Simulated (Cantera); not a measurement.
**Stirred combustor or abatement burner**

A perfectly stirred reactor is fed with C3H8 : O2 : N2 : CO2 = 1 : 9.62 : 36.2 : 3.5 (molar parts), equivalence ratio 0.52, at 10.9 atm; it is adiabatic with a 350 K inlet, and is followed from long to short residence time, starting on the burning branch (τ in s: 0.28, 0.081, 0.023, 0.0067, 0.0019, 0.00055, 0.00016, 4.5e-05, 1.3e-05).

Cantera simulation using GRI-Mech 3.0 (53 species, 325 reactions); the numbers are that mechanism's predictions, not measurements. GRI-Mech 3.0 was tuned for natural gas; its chemistry of propane as a main component is partial and can be far from experiment.

```
τ (s)    T (K)   x C3H8    x O2   x CO2     x H2    x HO2  x CH2CO
-------  -----  -------  ------  ------  -------  -------  -------
0.28      1475  1.31e-6  0.0901   0.126  2.41e-6  1.76e-6  2.43e-6
0.081     1472  3.83e-6  0.0903   0.126  6.78e-6  4.79e-6  6.97e-6
0.023     1463  1.22e-5  0.0909   0.125  2.25e-5  1.41e-5  2.16e-5
0.0067    1429  4.74e-5  0.0932   0.121  9.52e-5  4.30e-5  7.78e-5
0.0019     350   0.0199   0.191  0.0696   <1e-12   <1e-12   <1e-12
0.00055    350   0.0199   0.191  0.0696   <1e-12   <1e-12   <1e-12
0.00016    350   0.0199   0.191  0.0696   <1e-12   <1e-12   <1e-12
4.5e-5     350   0.0199   0.191  0.0696   <1e-12   <1e-12   <1e-12
1.3e-5     350   0.0199   0.191  0.0696   <1e-12   <1e-12   <1e-12
```
x: mole fraction; the columns are a selection and need not sum to one.
